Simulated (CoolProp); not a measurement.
Model: reference Helmholtz-energy equation of state, Thol 2019, in CoolProp.

For dodecamethylpentasiloxane (MD3M), give the phase and the density (kg/m³), isothermal compressibility (1/MPa) at 563.1 K and 608 kPa.


- 563.1 K and 608 kPa: liquid; density 571, isothermal compressibility 0.0336
